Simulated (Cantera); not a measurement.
A closed system holds: 1 mol Si, 1.1 mol HCl, 3.7 mol H2, equilibrated at 3000000 Pa.

These are equilibrium values from Cantera (NASA tables, ideal gas, pure condensed phases), not measurements of a reactor. Candidate condensed phases: Si; 19 gas species. Equilibrium is a limit: real reactors are often held back by kinetics, nucleation or transport. All values below are at 648 K.

Base state: H2 0.923, SiHCl3 0.0488, SiCl4 0.0219, SiH2Cl2 0.00629, SiH3Cl 0.000166, HCl 3.23e-5 (mole fractions); condensed: Si(s).

Question: What changes in the equilibrium state with this change: Si replaced by SiCl4?

Answer: 
```
species       before    after
----------  --------  -------
H2             0.923    0.638
HCl          3.23e-5    0.190
SiCl4         0.0219    0.172
SiHCl3        0.0488  4.52e-5
SiH2Cl2      0.00629    <1e-9
SiH3Cl      0.000166    <1e-9
Si(s), mol     0.656        0
```
